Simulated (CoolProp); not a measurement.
Properties of neopentane along the isotherm 417.4 K (Tc = 433.7 K, pc = 3.196 MPa, ω = 0.196).

Computed with CoolProp (reference Helmholtz-energy equation of state, Lemmon 2006). It is a short technical equation, of lower accuracy than the large ones.

```json
[
 {"p (MPa)": "0.114", "phase": "gas", "Z": "0.9863", "cp (kJ/(kg K))": "2.252", "cv (kJ/(kg K))": "2.130", "expansivity (1/kK)": "2.503", "fugacity coefficient": "0.9865"},
 {"p (MPa)": "0.228", "phase": "gas", "Z": "0.9723", "cp (kJ/(kg K))": "2.264", "cv (kJ/(kg K))": "2.134", "expansivity (1/kK)": "2.620", "fugacity coefficient": "0.9730"},
 {"p (MPa)": "0.342", "phase": "gas", "Z": "0.9580", "cp (kJ/(kg K))": "2.277", "cv (kJ/(kg K))": "2.138", "expansivity (1/kK)": "2.747", "fugacity coefficient": "0.9595"},
 {"p (MPa)": "0.457", "phase": "gas", "Z": "0.9432", "cp (kJ/(kg K))": "2.290", "cv (kJ/(kg K))": "2.142", "expansivity (1/kK)": "2.887", "fugacity coefficient": "0.9460"},
 {"p (MPa)": "0.571", "phase": "gas", "Z": "0.9281", "cp (kJ/(kg K))": "2.305", "cv (kJ/(kg K))": "(withheld)", "expansivity (1/kK)": "3.040", "fugacity coefficient": "0.9326"},
 {"p (MPa)": "0.685", "phase": "gas", "Z": "0.9126", "cp (kJ/(kg K))": "2.322", "cv (kJ/(kg K))": "2.151", "expansivity (1/kK)": "3.208", "fugacity coefficient": "0.9192"},
 {"p (MPa)": "0.799", "phase": "gas", "Z": "0.8967", "cp (kJ/(kg K))": "2.340", "cv (kJ/(kg K))": "(withheld)", "expansivity (1/kK)": "3.394", "fugacity coefficient": "0.9058"},
 {"p (MPa)": "0.913", "phase": "gas", "Z": "0.8803", "cp (kJ/(kg K))": "(withheld)", "cv (kJ/(kg K))": "2.161", "expansivity (1/kK)": "3.602", "fugacity coefficient": "0.8925"},
 {"p (MPa)": "1.03", "phase": "gas", "Z": "0.8628", "cp (kJ/(kg K))": "2.383", "cv (kJ/(kg K))": "2.166", "expansivity (1/kK)": "3.842", "fugacity coefficient": "0.8788"},
 {"p (MPa)": "1.14", "phase": "gas", "Z": "0.8459", "cp (kJ/(kg K))": "2.408", "cv (kJ/(kg K))": "2.172", "expansivity (1/kK)": "4.098", "fugacity coefficient": "0.8659"},
 {"p (MPa)": "1.26", "phase": "gas", "Z": "0.8267", "cp (kJ/(kg K))": "2.438", "cv (kJ/(kg K))": "2.179", "expansivity (1/kK)": "4.418", "fugacity coefficient": "0.8519"},
 {"p (MPa)": "1.37", "phase": "gas", "Z": "0.8084", "cp (kJ/(kg K))": "2.470", "cv (kJ/(kg K))": "2.185", "expansivity (1/kK)": "(withheld)", "fugacity coefficient": "0.8390"},
 {"p (MPa)": "1.48", "phase": "gas", "Z": "0.7893", "cp (kJ/(kg K))": "2.508", "cv (kJ/(kg K))": "2.192", "expansivity (1/kK)": "5.151", "fugacity coefficient": "0.8261"},
 {"p (MPa)": "1.6", "phase": "gas", "Z": "(withheld)", "cp (kJ/(kg K))": "2.556", "cv (kJ/(kg K))": "2.201", "expansivity (1/kK)": "5.663", "fugacity coefficient": "0.8119"}
]
```

Some entries are withheld; supply them.


- 0.571, cv (kJ/(kg K)): 2.146
- 0.799, cv (kJ/(kg K)): 2.156
- 0.913, cp (kJ/(kg K)): 2.360
- 1.37, expansivity (1/kK): 4.756
- 1.6, Z: 0.7674
